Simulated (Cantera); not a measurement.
Feed: 1 mol toluene, 0.83 mol H₂, equilibrated at 1450 °C and 1.00 bar.

Method: chemical equilibrium by Gibbs-energy minimisation in Cantera with the NASA 1993 tables (ideal gas, pure condensed phases). Candidate condensed phases: C, C₆H₆, C₇H₈, C₈H₁₈; 76 gas species. The numbers say what is thermodynamically allowed, not how fast it happens.

**Question.** What is the equilibrium state?

**Answer.** 
```
Property                Result
-------------------  ---------
x(H₂)                    0.999
x(CH₄)                 0.00100
x(H)                  0.000182
x(C₂H₂ (acetylene))    9.04e-5
x(CH₃)                 3.72e-6
x(C₂H₄)                3.69e-6
n(C(graphite))        6.99 mol
gas amount           4.826 mol
```
